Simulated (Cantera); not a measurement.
A Cantera script and what it prints.

```python
import numpy as np
import cantera as ct

gas_names = """
    CL CL2 H HCL H2 Si SiCL SiCL2 SiCL3 SiCL4 SiH SiHCL3 SiH2 SiH2CL2 SiH3 SiH3CL SiH4 Si2 Si3
""".split()
cond_names = """
    Si(cr) Si(L)
""".split()


# ... load() reads the species with a 1 bar reference pressure and builds the phases ...
atoms = {
    'SiCl4': {'Si': 1, 'CL': 4},
    'H2': {'H': 2},
}
top_T = {}  # K; cautious upper limits of use, not melting points


# ... equilibrate(T, P, feed) seeds the gas with the atoms and calls Mixture.equilibrate('TP', solver="vcs", rtol=1e-11, max_steps=5000) ...
results = []
feed = {'SiCl4': 1, 'H2': 4}  # mol
T = 523.15  # K
P = 13332.2  # Pa
mix = equilibrate(T, P, feed)
results.append((T, P, feed, dict(zip(mix.species_names, mix.species_moles))))
print(gas.report(threshold=0.0001))
for i in range(1, mix.n_phases):
    print(f"{mix.phase(i).name:16s} {mix.phase_moles(i):12.5e} mol")
```

Result:

```
       temperature   523.15 K
          pressure   13332 Pa
           density   0.10909 kg/m^3
  mean mol. weight   35.59 kg/kmol
   phase of matter   gas

                          1 kg             1 kmol
                     ---------------   ---------------
          enthalpy       -3.4529e+06       -1.2289e+08  J
   internal energy       -3.5752e+06       -1.2724e+08  J
           entropy              6061        2.1571e+05  J/K
    Gibbs function       -6.6238e+06       -2.3574e+08  J
 heat capacity c_p            1225.8             43625  J/K
 heat capacity c_v            992.14             35310  J/K

                      mass frac. Y      mole frac. X     chem. pot. / RT
                     ---------------   ---------------   ---------------
               HCL         0.0007547        0.00073672           -53.393
                H2          0.045275           0.79926           -18.419
             SiCL4           0.95117           0.19926            -197.3
            SiHCL3         0.0028029        0.00073652           -162.33
     [  +15 minor]        2.9435e-07        1.0362e-07

Si(cr)            0.00000e+00 mol
```

These are equilibrium values from Cantera (NASA tables, ideal gas, pure condensed phases), not measurements of a reactor.
